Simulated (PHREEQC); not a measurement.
Solution (30 °C): 0.018 mol MgCl2, 0.031 mol NaHCO3 and 0.085 mol MgSO4 per kg of water. Closed to the air; pH follows from the charge balance.

Model: Pitzer model, pitzer.dat, run in PHREEQC.

### Question
The ionic strength comes out as 0.423 mol/kgw. What activity coefficients do Na+, Cl-, HCO3-, CO3-2, Mg+2 get?

### Answer
Na+ 0.72, Cl- 0.66, HCO3- 0.60, CO3-2 0.10, Mg+2 0.21. Single-ion values are on the MacInnes scale.

Precipitation was switched off in this run. Examples of supersaturated solids here: Magnesite (slow to form). Others may be too.
